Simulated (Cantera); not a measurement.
TiO2 + CH4 + CO (carbothermic reduction)

Charge: 1 mol TiO2, 0.54 mol CH4, 0.023 mol CO, held at 1 atm.

These are equilibrium values from Cantera (NASA tables, ideal gas, pure condensed phases), not measurements of a reactor. Candidate condensed phases: C, C6H6, C7H8, C8H18, H2O, Ti, TiC, TiO, TiO2, Ti2O3, Ti3O5, Ti4O7; 113 gas species. Mutual solubility and eutectic melting of coexisting phases are not modelled. TiC: taken at fixed stoichiometry. Condensed phases not in the tables: Magnéli phases beyond Ti4O7. Rates play no part.

From 1023 K to 1123 K the condensed part is C(graphite) + TiO2(rutile). From 1173 K to 1273 K the condensed part is C(graphite) + TiO2(rutile) + Ti4O7(s). At 1323 K the condensed part is C(graphite) + Ti4O7(s). From 1373 K to 1473 K the condensed part is C(graphite) + Ti3O5(s). At 1523 K the condensed part is TiC(s) + Ti3O5(s). At 1573 K the condensed part is TiC(s) + Ti2O3(s) + Ti3O5(s). At 1623 K the condensed part is TiC(s) + Ti2O3(s).

```tsv
T (K)	x H2	x CO	x CH4	x H2O	x CO2	x H	n C(graphite)	n TiO2(rutile)	n Ti4O7(s)	n Ti3O5(s)	n TiC(s)	n Ti2O3(s)
1023	0.914	0.0176	0.0635	0.00446	0.000112	3.93e-9	0.479	1.00	0	0	0	0
1073	0.937	0.0193	0.0409	0.00238	5.30e-5	1.35e-8	0.499	1.00	0	0	0	0
1123	0.952	0.0201	0.0269	0.00128	2.47e-5	4.13e-8	0.513	1.00	0	0	0	0
1173	0.959	0.0217	0.0181	0.000749	1.33e-5	1.15e-7	0.520	0.995	0.00137	0	0	0
1223	0.920	0.0672	0.0114	0.00126	6.29e-5	2.87e-7	0.473	0.778	0.0555	0	0	0
1273	0.801	0.191	0.00611	0.00184	0.000265	6.34e-7	0.302	0.0690	0.233	0	0	0
1323	0.793	0.201	0.00433	0.00119	0.000162	1.40e-6	0.286	0	0.250	0	0	0
1373	0.748	0.248	0.00286	0.000880	0.000142	2.86e-6	0.204	0	0	0.333	0	0
1423	0.749	0.248	0.00217	0.000581	8.49e-5	5.71e-6	0.205	0	0	0.333	0	0
1473	0.750	0.248	0.00167	0.000395	5.28e-5	1.09e-5	0.205	0	0	0.333	0	0
1523	0.689	0.310	0.00104	0.000336	5.64e-5	1.91e-5	0	0	0	0.308	0.0771	0
1573	0.677	0.322	0.000548	0.000357	5.87e-5	3.32e-5	0	0	0	0.170	0.0498	0.221
1623	0.663	0.336	0.000304	0.000372	6.07e-5	5.59e-5	0	0	0	0	0.0161	0.492
```
x: gas mole fraction; n: condensed amount in mol.
